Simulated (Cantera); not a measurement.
A closed system holds: 1 mol SiHCl₃, 240 mol N₂, at 13300 Pa.

Method: chemical equilibrium by Gibbs-energy minimisation in Cantera with the NASA 1993 tables (ideal gas, pure condensed phases). Candidate condensed phases: NH₄Cl, Si, Si₃N₄; 28 gas species. The tables' values for SiCl₃ are old estimates; treat these amounts as uncertain. Equilibrium is a limit: real reactors are often held back by kinetics, nucleation or transport. All values below are at 1252 °C.

Base state: N₂ 0.992, HCl 0.00385, SiCl₂ 0.00242, SiCl₃ 0.000614, SiCl₄ 0.000462, H₂ 0.000140, Cl 1.69e-5 (mole fractions); condensed: Si₃N₄(s).

Problem. What changes in the equilibrium state with this change: pressure from 13300 Pa to 1000 Pa?

Solution. 
| species | before | after |
|---|---|---|
| N₂ | 0.992 | 0.992 |
| SiCl₂ | 0.00242 | 0.00386 |
| HCl | 0.00385 | 0.00377 |
| SiCl₄ | 0.000462 | 4.08e-5 |
| Cl | 1.69e-5 | 5.32e-5 |
| SiCl₃ | 0.000614 | 0.000230 |
| Si₃N₄(s), mol | 0.0513 | 0 |
